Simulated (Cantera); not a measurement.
NO annealing gas

An isothermal, constant-pressure homogeneous reactor starts with 69.9 % NO, 30.1 % N₂, at 2000 K and 420 Torr.

Model: GRI-Mech 3.0 (53 species, 325 reactions), integrated in Cantera.

| t (s) | x NO | x O₂ | x N₂O | x NO₂ | x O |
|---|---|---|---|---|---|
| 0.000400 | 0.699 | 1.61e-5 | 9.77e-5 | 8.46e-5 | 5.38e-5 |
| 0.000838 | 0.699 | 9.16e-5 | 0.000157 | 0.000155 | 8.65e-5 |
| 0.00176 | 0.698 | 0.000377 | 0.000206 | 0.000196 | 0.000106 |
| 0.00368 | 0.697 | 0.00108 | 0.000221 | 0.000208 | 0.000112 |
| 0.00771 | 0.693 | 0.00258 | 0.000220 | 0.000219 | 0.000117 |
| 0.0162 | 0.687 | 0.00573 | 0.000215 | 0.000240 | 0.000128 |
| 0.0338 | 0.674 | 0.0123 | 0.000205 | 0.000277 | 0.000147 |
| 0.0709 | 0.647 | 0.0258 | 0.000186 | 0.000334 | 0.000180 |
| 0.149 | 0.593 | 0.0527 | 0.000153 | 0.000405 | 0.000232 |
| 0.311 | 0.494 | 0.102 | 0.000104 | 0.000453 | 0.000304 |
| 0.652 | 0.343 | 0.177 | 4.85e-5 | 0.000409 | 0.000388 |
| 1.37 | 0.175 | 0.261 | 1.25e-5 | 0.000252 | 0.000464 |
| 2.86 | 0.0615 | 0.318 | 1.77e-6 | 9.77e-5 | 0.000509 |
| 6.00 | 0.0197 | 0.339 | 4.55e-7 | 3.22e-5 | 0.000524 |
x: mole fraction; the columns are a selection and need not sum to one.

Equilibrium at this temperature and pressure: NO 0.00892, O₂ 0.345, N₂O 3.40e-7, NO₂ 1.47e-5, O 0.000528 (gas phase only).
